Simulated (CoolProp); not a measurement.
m-xylene along the isotherm 206.85 °C: Z from the reference equation and from simpler models built on Tc = 343.7 °C, pc = 35.35 bar, ω = 0.326; each cubic takes its own stable root.

The numbers come from the reference Helmholtz-energy equation of state, Zhou 2012 in CoolProp.

```json
[
 {"p (bar)": "0.279", "phase": "gas", "reference": "0.9933", "van der Waals": "0.9958", "Redlich-Kwong": "0.9945", "Peng-Robinson": "0.9935"},
 {"p (bar)": "0.422", "phase": "gas", "reference": "0.9899", "van der Waals": "0.9936", "Redlich-Kwong": "0.9917", "Peng-Robinson": "0.9902"},
 {"p (bar)": "0.636", "phase": "gas", "reference": "0.9847", "van der Waals": "0.9903", "Redlich-Kwong": "0.9875", "Peng-Robinson": "0.9852"},
 {"p (bar)": "0.959", "phase": "gas", "reference": "0.9768", "van der Waals": "0.9853", "Redlich-Kwong": "0.9810", "Peng-Robinson": "0.9776"},
 {"p (bar)": "1.45", "phase": "gas", "reference": "0.9644", "van der Waals": "0.9775", "Redlich-Kwong": "0.9711", "Peng-Robinson": "0.9658"},
 {"p (bar)": "2.18", "phase": "gas", "reference": "0.9456", "van der Waals": "0.9659", "Redlich-Kwong": "0.9560", "Peng-Robinson": "0.9478"},
 {"p (bar)": "3.29", "phase": "gas", "reference": "0.9153", "van der Waals": "0.9476", "Redlich-Kwong": "0.9322", "Peng-Robinson": "0.9195"},
 {"p (bar)": "4.97", "phase": "liquid", "reference": "0.01939", "van der Waals": "0.9185", "Redlich-Kwong": "0.8941", "Peng-Robinson": "0.01995"},
 {"p (bar)": "7.5", "phase": "liquid", "reference": "0.02923", "van der Waals": "0.8710", "Redlich-Kwong": "0.03624", "Peng-Robinson": "0.03005"},
 {"p (bar)": "11.3", "phase": "liquid", "reference": "0.04396", "van der Waals": "0.7867", "Redlich-Kwong": "0.05434", "Peng-Robinson": "0.04515"},
 {"p (bar)": "17.1", "phase": "liquid", "reference": "0.06636", "van der Waals": "0.1163", "Redlich-Kwong": "0.08165", "Peng-Robinson": "0.06805"},
 {"p (bar)": "25.7", "phase": "liquid", "reference": "0.09938", "van der Waals": "0.1719", "Redlich-Kwong": "0.1215", "Peng-Robinson": "0.1017"},
 {"p (bar)": "38.8", "phase": "liquid", "reference": "0.1493", "van der Waals": "0.2543", "Redlich-Kwong": "0.1810", "Peng-Robinson": "0.1523"},
 {"p (bar)": "58.6", "phase": "liquid", "reference": "0.2238", "van der Waals": "0.3747", "Redlich-Kwong": "0.2686", "Peng-Robinson": "0.2275"},
 {"p (bar)": "88.4", "phase": "liquid", "reference": "0.3343", "van der Waals": "0.5494", "Redlich-Kwong": "0.3963", "Peng-Robinson": "0.3382"}
]
```

At some of these states van der Waals, Redlich-Kwong gives the other phase, because its saturation line lies elsewhere.
